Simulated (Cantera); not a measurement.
# Thermodynamics of boron, boron nitride and boron oxide, feed B₂O₃ + H₂

Feed: 1 mol B₂O₃, 64 mol H₂.

Equilibrium computed with Cantera from the NASA thermochemical tables; the gas is ideal and each condensed phase is pure. Candidate condensed phases: B, B₂O₃, B₃O₃H₃, H₂O; 23 gas species. Rates play no part.

**Question.** Map the stable condensed phases over T = 923, 998, 1073, 1148, 1223, 1298, 1373, 1448, 1523, 1598, 1673, 1748 K and P in Pa = 10, 46, 220, 1000, 4600, 22000, 100000.

**Answer.** 
```
T in K \ P in Pa
             10     46    220   1000   4600  22000 100000
   1748       A      A      A      A      A      A      B
   1673       A      A      A      A      A      B      B
   1598       A      A      A      A      B      B      B
   1523       A      A      A      B      B      B      B
   1448       A      A      B      B      B      B      B
   1373       A      B      B      B      B      B      B
   1298       B      B      B      B      B      B      B
   1223       B      B      B      B      B      B      B
   1148       B      B      B      B      B      B      B
   1073       B      B      B      B      B      B      B
    998       B      B      B      B      B      B      B
    923       B      B      B      B      B      B      B
```
A: gas only; B: B₂O₃.
